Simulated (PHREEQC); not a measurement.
Consider water at 23 °C with 0.7 mol MgSO4 and 1.7 mol KCl per kg of water. Closed to the air; pH follows from the charge balance.

Equilibrium calculation in PHREEQC: Pitzer model, pitzer.dat.

```
Quantity                    Value
-------------------  ------------
ionic strength       4.50 mol/kgw
activity of water           0.927
density               1.143 g/cm³
osmotic coefficient         0.872
```

| species | molality | activity | log γ |
|---|---|---|---|
| Cl- | 1.70 | 0.989 | -0.235 |
| K+ | 1.70 | 0.935 | -0.260 |
| Mg+2 | 0.700 | 0.156 | -0.651 |
| SO4-2 | 0.700 | 0.0140 | -1.699 |
| MgOH+ | 1.06e-6 | 5.43e-7 | -0.289 |
| HSO4- | 8.58e-7 | 4.38e-7 | -0.292 |
| H+ | 2.76e-7 | 3.48e-7 | 0.100 |
| OH- | 7.79e-8 | 2.31e-8 | -0.527 |

This is a speciation only: nothing precipitates in the calculation. Species that the database lacks are ignored.
